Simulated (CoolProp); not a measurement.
Model: reference Helmholtz-energy equation of state, Akasaka 2015, in CoolProp.

Q: For R245fa, give the phase and the Joule-Thomson coefficient (K/MPa), viscosity (µPa s), conductivity (mW/(m K)) at 261.7 K and 148 kPa; 336.4 K and 148 kPa.

A: 
- 261.7 K and 148 kPa: liquid; Joule-Thomson coefficient -0.309, viscosity 623, conductivity 103
- 336.4 K and 148 kPa: gas; Joule-Thomson coefficient 19.6, viscosity 13.4, conductivity 19.1

Viscosity comes from a separate model (Bell 2016), an estimate that may be off by 10 % or more. Thermal conductivity comes from a separate model (Huber 2003), an estimate that may be off by 10 % or more.
